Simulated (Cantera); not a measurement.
Mixture: CH₄ : O₂ : N₂ = 1 : 2.6 : 9.77 (molar parts), at 8.90 bar, adiabatic and at constant pressure. Ignition delay is the time to a rise of 400 K.

Model: GRI-Mech 3.0 (53 species, 325 reactions), integrated in Cantera.

Q: Predict: delay at 1050 K; delay at 1100 K; delay at 1150 K; delay at 1200 K; delay at 1250 K; delay at 1300 K; delay at 1350 K; apparent activation energy between 1250 and 1350 K.

A: 
| Item | Result |
|---|---|
| delay at 1050 K | 37.8 ms |
| delay at 1100 K | 17.9 ms |
| delay at 1150 K | 9.04 ms |
| delay at 1200 K | 4.76 ms |
| delay at 1250 K | 2.60 ms |
| delay at 1300 K | 1.46 ms |
| delay at 1350 K | 0.843 ms |
| apparent activation energy between 1250 and 1350 K | 160 kJ/mol |
